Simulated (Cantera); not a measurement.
A closed system holds: 1 mol Al, 1 mol H2O, 2.1 mol H2, equilibrated at 1825 K.

Equilibrium computed with Cantera from the NASA thermochemical tables; the gas is ideal and each condensed phase is pure. Candidate condensed phases: Al, Al2O3, H2O; 19 gas species. Mutual solubility and eutectic melting of coexisting phases are not modelled. The numbers say what is thermodynamically allowed, not how fast it happens.

Problem. Which condensed phases are stable at each of these points (P (Pa)): 10, 28, 77, 220, 600, 1700, 4600, 13000, 36000, 100000?

Solution. 
| P (Pa) | condensed phases | Al condensed (%) |
|---|---|---|
| 10 | Al2O3(s) | 61.6 |
| 28 | Al2O3(s) | 60.4 |
| 77 | Al2O3(s) | 59.3 |
| 220 | Al2O3(s) | 58.0 |
| 600 | Al2O3(s) | 56.9 |
| 1700 | Al2O3(s) | 55.9 |
| 4600 | Al(l) + Al2O3(s) | 64.9 |
| 13000 | Al(l) + Al2O3(s) | 87.9 |
| 36000 | Al(l) + Al2O3(s) | 95.6 |
| 100000 | Al(l) + Al2O3(s) | 98.4 |

From 10.0 Pa to 17.0 mbar the condensed part is Al2O3(s). From 46.0 mbar to 1.00 bar the condensed part is Al(l) + Al2O3(s).
